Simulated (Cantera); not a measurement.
**Stirred combustor or abatement burner**

A perfectly stirred reactor is fed with 8.13 % C₃H₈, 19.3 % O₂, 72.5 % N₂, at 10.0 bar; it is adiabatic with a 775 K inlet, and is followed from long to short residence time, starting on the burning branch (τ in s: 0.083, 0.039, 0.019, 0.0089, 0.0042, 0.002, 0.00094, 0.00045, 0.00021, 0.0001, 4.8e-05).

Model: GRI-Mech 3.0 (53 species, 325 reactions), integrated in Cantera. GRI-Mech 3.0 was tuned for natural gas; its chemistry of propane as a main component is partial and can be far from experiment.

```tsv
τ (s)	T (K)	x C₃H₈	x O₂	x C₂H₆	x H	x CH₂	x C₂H₂	x HO₂
0.083	1966	4.78e-7	7.21e-5	1.26e-6	0.000166	1.73e-7	0.00522	3.29e-8
0.039	1975	9.49e-7	0.000141	2.42e-6	0.000178	3.11e-7	0.00783	6.54e-8
0.019	1984	1.82e-6	0.000264	4.33e-6	0.000192	5.41e-7	0.0107	1.25e-7
0.0089	1993	3.62e-6	0.000505	7.80e-6	0.000210	9.67e-7	0.0138	2.46e-7
0.0042	1998	7.22e-6	0.000942	1.38e-5	0.000231	1.70e-6	0.0167	4.84e-7
0.0020	1999	1.45e-5	0.00171	2.43e-5	0.000258	2.90e-6	0.0192	9.57e-7
0.00094	1992	3.02e-5	0.00306	4.39e-5	0.000292	4.83e-6	0.0211	1.96e-6
0.00045	1974	6.42e-5	0.00533	8.13e-5	0.000329	7.49e-6	0.0221	4.12e-6
0.00021	1936	0.000153	0.00954	0.000167	0.000359	1.07e-5	0.0219	9.54e-6
0.00010	1864	0.000432	0.0178	0.000395	0.000346	1.21e-5	0.0190	2.47e-5
4.8e-5	775	0.0813	0.193	<1e-12	<1e-12	<1e-12	<1e-12	1.43e-11
```
x: mole fraction; the columns are a selection and need not sum to one.
